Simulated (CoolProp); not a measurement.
Sulfur dioxide along the isotherm 491.3 K: density (kg/m³) from the reference equation and from simpler models built on Tc = 430.6 K, pc = 7887 kPa, ω = 0.256; each cubic takes its own stable root.

Computed with CoolProp (reference Helmholtz-energy equation of state, Gao 2016).

```csv
p (kPa),phase,reference,ideal gas,Soave-Redlich-Kwong,Peng-Robinson
3180,gas,54.92,49.87,54.79,55.56
6360,gas,123.7,99.74,122.6,126.2
9550,supercritical,215.9,149.8,210.9,220.4
12700,supercritical,345.7,199.2,325.1,343.7
15900,supercritical,512.7,249.4,450.8,480.8
19100,supercritical,646.3,299.5,550.7,592.4
22300,supercritical,732.0,349.7,623.5,675.1
25500,supercritical,791.1,399.9,678.9,738.5
28600,supercritical,834.3,448.5,722.1,788.1
31800,supercritical,870.2,498.7,759.4,830.8
35000,supercritical,900.1,548.9,791.3,867.3
```
